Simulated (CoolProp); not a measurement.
Vapour-liquid equilibrium of n-hexane (1) + ethanol (2) at 0.258 MPa; x and y are mole fractions of (1).

The numbers come from the multi-fluid Helmholtz-energy mixture model, Thol 2019 and Schroeder 2014; pair parameters Bell 2016 in CoolProp.

### Question
Give the bubble temperature and the first vapour's composition at x = 0.35, 0.8, 0.95. Is there an azeotrope?

### Answer
x = 0.35: 88.7 °C, y = 0.545; x = 0.8: 89.0 °C, y = 0.635; x = 0.95: 95.3 °C, y = 0.820. y crosses x between x = 0.575 and 0.65: the model has an azeotrope there.

The pair parameters rest on a limited set of measurements; away from them the model extrapolates.
